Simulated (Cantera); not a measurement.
**Ammonia decomposition in nitride growth gas**

An isothermal, constant-pressure homogeneous reactor starts with NH3 : N2 = 1 : 0.39 (molar parts), at 2200 K and 0.0133 bar.

Detailed kinetics in Cantera: the gas-phase N/H chemistry of the illustrative SiF4/NH3 mechanism in the Surface Chemkin manual (1991). Walls and surfaces, which speed up NH3 decomposition in real reactors, are not modelled.

```
t (s)       x NH3       x N      x NH    x N2H2     x NH2
--------  -------  --------  --------  --------  --------
4.00e-6     0.719    <1e-12  2.37e-11    <1e-12   4.21e-6
1.35e-5     0.719    <1e-12  5.60e-10  4.02e-11   1.75e-5
4.56e-5     0.719  2.15e-12   9.19e-9   1.45e-9   6.46e-5
0.000154    0.719  1.16e-10   1.54e-7   3.11e-8  0.000223
0.000520    0.718   5.13e-9   2.50e-6   5.21e-7  0.000752
0.00175     0.715   6.36e-8   1.84e-5   7.03e-6   0.00234
0.00592     0.700   4.79e-7   4.31e-5   2.18e-5   0.00380
0.0200      0.646   1.79e-6   5.59e-5   1.96e-5   0.00328
0.0675      0.498   4.05e-6   6.51e-5   1.33e-5   0.00245
0.228       0.236   5.58e-6   5.65e-5   4.90e-6   0.00138
0.770      0.0354   5.46e-6   2.87e-5   5.05e-7  0.000360
2.60      3.71e-5   2.39e-6   1.67e-6  1.31e-10   2.77e-6
8.77      1.37e-7   1.50e-7   4.08e-8    <1e-12   2.63e-8
29.6      5.60e-8   6.58e-8   1.75e-8    <1e-12   1.10e-8
100       5.52e-8   6.49e-8   1.72e-8    <1e-12   1.09e-8
```
x: mole fraction; the columns are a selection and need not sum to one.

Equilibrium at this temperature and pressure: NH3 5.52e-8, N 6.49e-8, NH 1.72e-8, N2H2 <1e-12, NH2 1.09e-8 (gas phase only).
